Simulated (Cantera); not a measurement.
A closed system holds: 1 mol borazine, 0.34 mol O2, held at 920 Pa.

These are equilibrium values from Cantera (NASA tables, ideal gas, pure condensed phases), not measurements of a reactor. Candidate condensed phases: B, BN, B2O3, B3O3H3, H2O; 39 gas species. The feed counts by its element totals alone. Mutual solubility and eutectic melting of coexisting phases are not modelled. The numbers say what is thermodynamically allowed, not how fast it happens.

log p: log10 of the partial pressure in bar; n: condensed amount in mol.

```csv
T (K),log p H2,log p N2,log p HBO,log p B2O3,log p HBO2,log p B2O2,n BN(s),n B2O3(l)
800,-2.07,-3.19,-13.23,<-14,-9.45,<-14,2.55,0.226
900,-2.07,-3.19,-11.08,-13.80,-8.16,<-14,2.55,0.226
1000,-2.07,-3.19,-9.37,-11.47,-7.15,<-14,2.55,0.226
1100,-2.07,-3.19,___,___,___,___,2.55,0.226
1200,-2.07,-3.19,___,___,___,___,2.55,0.225
1300,-2.07,-3.19,-5.87,-6.73,-5.11,-8.52,2.55,0.224
1400,-2.07,-3.19,-5.04,-5.62,-4.64,-7.01,2.55,0.219
1500,-2.07,-3.20,-4.33,-4.66,-4.24,-5.71,2.55,0.199
1600,-2.09,-3.19,-3.72,-3.83,-3.90,-4.58,2.53,0.112
1700,-2.12,-3.16,-3.35,-3.57,-3.91,-3.90,2.47,0
```

Task: Fill in the missing entries.

Result: 
- 1100, log p HBO: -7.99
- 1100, log p B2O3: -9.59
- 1100, log p HBO2: -6.34
- 1100, log p B2O2: -12.38
- 1200, log p HBO: -6.83
- 1200, log p B2O3: -8.04
- 1200, log p HBO2: -5.67
- 1200, log p B2O2: -10.28
